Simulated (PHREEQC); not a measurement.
A solution holds 0.025 mol/kgw HNO3, 0.055 mol/kgw AlCl3 and 0.52 mol/kgw MgBr2, at 20 °C. It is in equilibrium with CO2 at log p = 0 (atm). Otherwise closed; pH follows from the charge balance.

All values are PHREEQC results (ion-association model, phreeqc.dat), not measurements.

This is a speciation only: nothing precipitates in the calculation.

Question: Estimate the pH, activity of water, density.

Answer: pH 1.74; activity of water 0.968; density 1.083 g/cm³.

The ionic strength is past about 0.7 mol/kgw, beyond the range of this activity model, so the values are rough. Complexes and solids missing from the database can't appear.
